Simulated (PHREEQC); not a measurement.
A solution holds 0.28 mol KOH, 0.00073 mol KNO3 and 0.0001 mol CO2 per kg of water, at 40 °C. Closed to the air; pH follows from the charge balance.

Equilibrium calculation in PHREEQC: ion-association model, wateq4f.dat.

```yaml
pH: 12.82
ionic_strength: 0.281 mol/kgw
activity_of_water: 0.990
total_alkalinity: 280 meq/kg
```

| species | molality | activity | log γ |
|---|---|---|---|
| K+ | 0.281 | 0.191 | -0.168 |
| OH- | 0.280 | 0.188 | -0.172 |
| NO3- | 0.000730 | 0.000480 | -0.182 |
| CO3-2 | 9.99e-5 | 2.68e-5 | -0.571 |
| HCO3- | 9.36e-8 | 6.74e-8 | -0.143 |

Precipitation was switched off in this run. At this temperature some constants are extrapolated from 25 °C, and those without enthalpy data are left unchanged.
